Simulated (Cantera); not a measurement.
A closed system holds: 1 mol CH₄, 3.9 mol H₂, 17 mol N₂, at 1600 °C and 0.00133 bar.

These are equilibrium values from Cantera (NASA tables, ideal gas, pure condensed phases), not measurements of a reactor. Candidate condensed phases: C, C₆H₆, C₇H₈, C₈H₁₈; 92 gas species. Equilibrium is a limit: real reactors are often held back by kinetics, nucleation or transport.

Base state: N₂ 0.737, H₂ 0.250, H 0.00884, HCN 0.00371, HNC 0.000165, C₂H₂ (acetylene) 7.80e-5 (mole fractions); condensed: C(graphite).

What changes in the equilibrium state with this change: pressure from 0.00133 bar to 0.000800 bar?


```json
[
 {"species": "N₂", "before": "0.737", "after": "0.736"},
 {"species": "H₂", "before": "0.250", "after": "0.248"},
 {"species": "H", "before": "0.00884", "after": "0.0114"},
 {"species": "C₂H₂ (acetylene)", "before": "7.80e-5", "after": "7.75e-5"},
 {"species": "HNC", "before": "0.000165", "after": "0.000164"},
 {"species": "HCN", "before": "0.00371", "after": "0.00370"},
 {"species": "C(graphite), mol", "before": "0.907", "after": "0.907"}
]
```
